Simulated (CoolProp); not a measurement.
Values from CoolProp's reference Helmholtz-energy equation of state, Colonna 2008. It is a short technical equation, of lower accuracy than the large ones.

Question: For dodecamethylcyclohexasiloxane (D6), give the phase and the cp (kJ/(kg K)), cv (kJ/(kg K)), speed of sound (m/s), isothermal compressibility (1/MPa) at 620 K and 0.481 MPa; 620 K and 1.68 MPa; 620 K and 2.4 MPa.

Answer: 
- 620 K and 0.481 MPa: gas; cp 2.03, cv 1.95, speed of sound 77.2, isothermal compressibility 3.05
- 620 K and 1.68 MPa: liquid; cp 2.26, cv 1.98, speed of sound 177, isothermal compressibility 0.0660
- 620 K and 2.4 MPa: liquid; cp 2.22, cv 1.98, speed of sound 204, isothermal compressibility 0.0468
